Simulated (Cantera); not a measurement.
Cantera run, input and output.

```python
import numpy as np
import cantera as ct

gas = ct.Solution("SiF4_NH3_mec.yaml", "gas")
gas.TPX = 2200, 2666, {'NH3': 1, 'N2': 0.26}
inlet = ct.Reservoir(gas, clone=True)

reactor = ct.IdealGasConstPressureReactor(gas, energy="off", clone=False)
exhaust = ct.Reservoir(gas, clone=True)
tau = [17, 4.1, 1, 0.24, 0.059, 0.014, 0.0035][0]
for a, b in ((inlet, reactor), (reactor, exhaust)):
    ct.MassFlowController(a, b, mdot=lambda t: reactor.mass / tau)
net = ct.ReactorNet([reactor])
show = ['NH3', 'N2H4', 'N2H2', 'NH', 'H']

rows = []
print(f"{'tau/s':>10s}{'T/K':>9s}" + "".join(f"{s:>11s}" for s in show))
for tau in [17, 4.1, 1, 0.24, 0.059, 0.014, 0.0035]:
    net.initial_time = 0.0
    net.advance(30 * tau)
    before = gas.X
    net.advance(40 * tau)
    drift = np.max(np.abs(gas.X - before) / (gas.X + 1e-9))
    rows.append([gas.T, *gas[show].X, drift])
    print(f"{tau:10.3e}{gas.T:9.1f}" + "".join(f"{x:11.3e}" for x in gas[show].X))
```

It prints:

```
     tau/s      T/K        NH3       N2H4       N2H2         NH          H
 1.700e+01   2200.0  1.493e-03  7.910e-12  2.864e-08  1.507e-05  7.541e-03
 4.100e+00   2200.0  1.804e-02  1.408e-10  2.251e-07  2.182e-05  2.586e-03
 1.000e+00   2200.0  7.494e-02  9.385e-10  1.034e-06  3.400e-05  1.491e-03
 2.400e-01   2200.0  2.346e-01  4.570e-09  3.973e-06  4.926e-05  8.194e-04
 5.900e-02   2200.0  4.983e-01  1.367e-08  1.049e-05  5.732e-05  3.548e-04
 1.400e-02   2200.0  6.985e-01  2.517e-08  1.647e-05  4.898e-05  1.131e-04
 3.500e-03   2200.0  7.696e-01  2.826e-08  1.531e-05  3.334e-05  2.971e-05
```

Detailed kinetics in Cantera: the gas-phase N/H chemistry of the illustrative SiF4/NH3 mechanism in the Surface Chemkin manual (1991). Walls and surfaces, which speed up NH3 decomposition in real reactors, are not modelled.
